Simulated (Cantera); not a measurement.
A closed system holds: 1 mol HMDSO, 0.14 mol N2O, 1.2 mol N2, equilibrated at 17.0 mbar.

Equilibrium computed with Cantera from the NASA thermochemical tables; the gas is ideal and each condensed phase is pure. Candidate condensed phases: C, C6H6, C7H8, C8H18, H2O, Si, SiC, SiO2, Si2N2O, Si3N4; 151 gas species. The feed counts by its element totals alone. Kinetics and transport are ignored.

### Question
At 1573 K, list the 4 most abundant gas species with their mole fractions, and the condensed phases.

### Answer
H2 0.783, N2 0.116, CO 0.0990, HCN 0.000522. Condensed: C(graphite) + SiC(s).
